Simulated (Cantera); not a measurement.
A Cantera script and what it prints.

```python
import numpy as np
import cantera as ct

gas_names = """
    N NO NO2 NO3 N2 N2O O O2 O3 Si SiN SiO SiO2 Si2 Si2N Si3
""".split()
cond_names = """
    Si(cr) Si(L) SiO2(Lqz) SiO2(hqz) SiO2(L) Si2N2O(s) Si3N4(a)
""".split()


# ... load() reads the species with a 1 bar reference pressure and builds the phases ...
atoms = {
    'Si': {'Si': 1},
    'O2': {'O': 2},
    'N2': {'N': 2},
}
top_T = {'Si2N2O(s)': 2100, 'Si3N4(a)': 2400}  # K; cautious upper limits of use, not melting points


# ... equilibrate(T, P, feed) seeds the gas with the atoms and calls Mixture.equilibrate('TP', solver="vcs", rtol=1e-11, max_steps=5000) ...
results = []
feed = {'Si': 1, 'O2': 0.33, 'N2': 3}  # mol
P = 5.8  # Pa
for T in [925, 1025, 1125, 1225, 1325, 1425, 1525, 1625, 1725, 1825, 1925, 2025, 2125]:
    mix = equilibrate(T, P, feed)
    results.append((T, P, feed, dict(zip(mix.species_names, mix.species_moles))))
    x = sorted(zip(gas.X, gas.species_names), reverse=True)
    print(f"T = {T:g} K  P = {P:g} Pa  gas = {mix.phase_moles(0):.4g} mol")
    print("   x: " + "  ".join(f"{s} {v:.3e}" for v, s in x if v > 1e-06))
    print("   condensed (mol): " + ("  ".join(f"{mix.phase(i).name} {mix.phase_moles(i):.4g}"
          for i in range(1, mix.n_phases) if mix.phase_moles(i) > 1e-12) or "none"))
```

It prints:

```
T = 925 K  P = 5.8 Pa  gas = 2.553 mol
   x: N2 1.000e+00
   condensed (mol): SiO2(hqz) 0.1067  Si2N2O(s) 0.4467
T = 1025 K  P = 5.8 Pa  gas = 2.553 mol
   x: N2 1.000e+00
   condensed (mol): SiO2(hqz) 0.1067  Si2N2O(s) 0.4467
T = 1125 K  P = 5.8 Pa  gas = 2.553 mol
   x: N2 1.000e+00  SiO 1.360e-06
   condensed (mol): SiO2(hqz) 0.1067  Si2N2O(s) 0.4467
T = 1225 K  P = 5.8 Pa  gas = 2.554 mol
   x: N2 9.999e-01  SiO 1.137e-04
   condensed (mol): SiO2(hqz) 0.1066  Si2N2O(s) 0.4466
T = 1325 K  P = 5.8 Pa  gas = 2.57 mol
   x: N2 9.952e-01  SiO 4.821e-03
   condensed (mol): SiO2(hqz) 0.1025  Si2N2O(s) 0.4425
T = 1425 K  P = 5.8 Pa  gas = 2.98 mol
   x: N2 8.926e-01  SiO 1.074e-01
   condensed (mol): Si2N2O(s) 0.34
T = 1525 K  P = 5.8 Pa  gas = 2.981 mol
   x: N2 8.924e-01  SiO 1.075e-01  Si 1.220e-04  SiN 1.016e-06
   condensed (mol): Si2N2O(s) 0.3396
T = 1625 K  P = 5.8 Pa  gas = 3.67 mol
   x: N2 8.173e-01  SiO 1.798e-01  Si 2.809e-03  Si2N 2.613e-05  SiN 1.519e-05  Si2 8.161e-06  Si3 1.864e-06
   condensed (mol): Si(cr) 0.3294
T = 1725 K  P = 5.8 Pa  gas = 3.726 mol
   x: N2 8.051e-01  SiO 1.771e-01  Si 1.750e-02  Si2N 1.170e-04  Si2 8.345e-05  SiN 6.675e-05  Si3 2.072e-05
   condensed (mol): Si(L) 0.2728
T = 1825 K  P = 5.8 Pa  gas = 3.975 mol
   x: N2 7.544e-01  SiO 1.660e-01  Si 7.841e-02  Si2 5.104e-04  Si2N 3.341e-04  SiN 2.135e-04  Si3 1.198e-04
   condensed (mol): Si(L) 0.01932
T = 1925 K  P = 5.8 Pa  gas = 3.998 mol
   x: N2 7.502e-01  SiO 1.651e-01  Si 8.428e-02  Si2 2.033e-04  SiN 1.743e-04  Si2N 6.911e-05  Si3 1.272e-05
   condensed (mol): none
T = 2025 K  P = 5.8 Pa  gas = 3.999 mol
   x: N2 7.501e-01  SiO 1.650e-01  Si 8.469e-02  SiN 1.371e-04  Si2 7.861e-05  Si2N 1.484e-05  Si3 1.405e-06
   condensed (mol): none
T = 2125 K  P = 5.8 Pa  gas = 4 mol
   x: N2 7.500e-01  SiO 1.650e-01  Si 8.482e-02  SiN 1.100e-04  Si2 3.305e-05  Si2N 3.664e-06
   condensed (mol): none
```

Cantera equilibrium calculation (NASA polynomials, part measured and part estimated; ideal gas, pure solids and liquids). N2 is the only nitrogen source here; it is nearly inert below about 1500 K, so the nitride shown seldom forms there in practice. Mutual solubility and eutectic melting of coexisting phases are not modelled. The tables' values for SiN are old estimates; treat these amounts as uncertain. The tables hold silica as quartz up to 1696 K and as liquid above; real silica turns to tridymite and cristobalite and melts near 1996 K.
